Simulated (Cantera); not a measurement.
Input: 1 mol MgCO3, 0.47 mol H2, 6.6 mol CO2, held at 1275 °C and 9.60 mbar.

Cantera equilibrium calculation (NASA polynomials, part measured and part estimated; ideal gas, pure solids and liquids). Candidate condensed phases: C, C6H6, C7H8, C8H18, H2O, Mg, MgCO3, MgO, Mg(OH)2; 116 gas species. Equilibrium is a limit: real reactors are often held back by kinetics, nucleation or transport.

Base state: CO2 0.885, CO 0.0569, H2O 0.0569, H2 0.00131, OH 1.65e-5, H 1.14e-5 (mole fractions); condensed: MgO(s).

Question: What changes in the equilibrium state with this change: MgCO3 replaced by Ca(OH)2?

Answer: 
| species | before | after |
|---|---|---|
| CO2 | 0.885 | 0.764 |
| H2O | 0.0569 | 0.178 |
| CO | 0.0569 | 0.0538 |
| H2 | 0.00131 | 0.00448 |
| H | 1.14e-5 | 2.10e-5 |
| OH | 1.65e-5 | 2.79e-5 |
| MgO(s), mol | 1.00 | 0 |
| CaO(s), mol | 0 | 1.000 |
Further candidate phases: Ca, CaCO3, CaO, Ca(OH)2.
